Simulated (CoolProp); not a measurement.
Chloromethane (R40) at 437.03 K and 0.147 MPa is throttled through a valve to 0.075 MPa with no heat exchange. Each further row changes one setting.

Model: reference Helmholtz-energy equation of state, Thol 2014, in CoolProp.

| case | temperature change (K) | final density (kg/m³) |
|---|---|---|
| as stated | [?] | [?] |
| outlet pressure 0.0225 MPa | -1.4 | [?] |
| outlet pressure 0.0975 MPa | [?] | 1.36 |

**Question.** Some entries are withheld; supply them.

**Answer.** 
- as stated, temperature change (K): -0.8
- as stated, final density (kg/m³): 1.05
- outlet pressure 0.0225 MPa, final density (kg/m³): 0.314
- outlet pressure 0.0975 MPa, temperature change (K): -0.5
